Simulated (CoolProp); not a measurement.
Saturation properties of cyclopentane.

Values from CoolProp's reference Helmholtz-energy equation of state, Gedanitz 2015.

```json
[
 {"T (°C)": "89.95", "p (MPa)": "0.3262", "enthalpy of vaporisation (kJ/kg)": "356.5", "vapour Z": "0.9192"},
 {"T (°C)": "99.75", "p (MPa)": "0.4142", "enthalpy of vaporisation (kJ/kg)": "347.6", "vapour Z": "0.9043"},
 {"T (°C)": "109.65", "p (MPa)": "0.5203", "enthalpy of vaporisation (kJ/kg)": "338.2", "vapour Z": "0.8877"},
 {"T (°C)": "119.55", "p (MPa)": "0.6454", "enthalpy of vaporisation (kJ/kg)": "328.2", "vapour Z": "0.8694"},
 {"T (°C)": "129.45", "p (MPa)": "0.7916", "enthalpy of vaporisation (kJ/kg)": "317.6", "vapour Z": "0.8493"},
 {"T (°C)": "139.25", "p (MPa)": "0.9592", "enthalpy of vaporisation (kJ/kg)": "306.5", "vapour Z": "0.8275"},
 {"T (°C)": "149.15", "p (MPa)": "1.154", "enthalpy of vaporisation (kJ/kg)": "294.5", "vapour Z": "0.8034"},
 {"T (°C)": "159.05", "p (MPa)": "1.376", "enthalpy of vaporisation (kJ/kg)": "281.6", "vapour Z": "0.7770"},
 {"T (°C)": "168.95", "p (MPa)": "1.629", "enthalpy of vaporisation (kJ/kg)": "267.5", "vapour Z": "0.7481"},
 {"T (°C)": "178.75", "p (MPa)": "1.911", "enthalpy of vaporisation (kJ/kg)": "252.3", "vapour Z": "0.7166"},
 {"T (°C)": "188.65", "p (MPa)": "2.233", "enthalpy of vaporisation (kJ/kg)": "235.3", "vapour Z": "0.6813"},
 {"T (°C)": "198.55", "p (MPa)": "2.594", "enthalpy of vaporisation (kJ/kg)": "216.0", "vapour Z": "0.6415"},
 {"T (°C)": "208.45", "p (MPa)": "2.999", "enthalpy of vaporisation (kJ/kg)": "193.4", "vapour Z": "0.5956"},
 {"T (°C)": "218.35", "p (MPa)": "3.453", "enthalpy of vaporisation (kJ/kg)": "165.4", "vapour Z": "0.5400"}
]
```

It boils at 49.2 °C under 1 atm.
